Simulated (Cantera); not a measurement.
A perfectly stirred reactor is fed with NH₃ : H₂ = 1 : 11 (molar parts), at 1.18 atm; it is held at 2275 K, and followed from long to short residence time.

Computed with Cantera and the gas-phase N/H chemistry of the illustrative SiF4/NH3 mechanism in the Surface Chemkin manual (1991). Walls and surfaces, which speed up NH3 decomposition in real reactors, are not modelled.

Predict: x(NH₃) at τ = 23.0 s; x(H₂) at τ = 23.0 s; x(N₂) at τ = 23.0 s; x(NH₂) at τ = 23.0 s; x(NH₃) at τ = 64.0 ms; x(H₂) at τ = 64.0 ms; x(N₂) at τ = 64.0 ms; x(NH₂) at τ = 64.0 ms.


```json
{
 "x(NH₃) at τ = 23.0 s": "0.000164",
 "x(H₂) at τ = 23.0 s": "0.954",
 "x(N₂) at τ = 23.0 s": "0.0382",
 "x(NH₂) at τ = 23.0 s": "4.12e-6",
 "x(NH₃) at τ = 64.0 ms": "0.00388",
 "x(H₂) at τ = 64.0 ms": "0.953",
 "x(N₂) at τ = 64.0 ms": "0.0365",
 "x(NH₂) at τ = 64.0 ms": "8.43e-5"
}
```
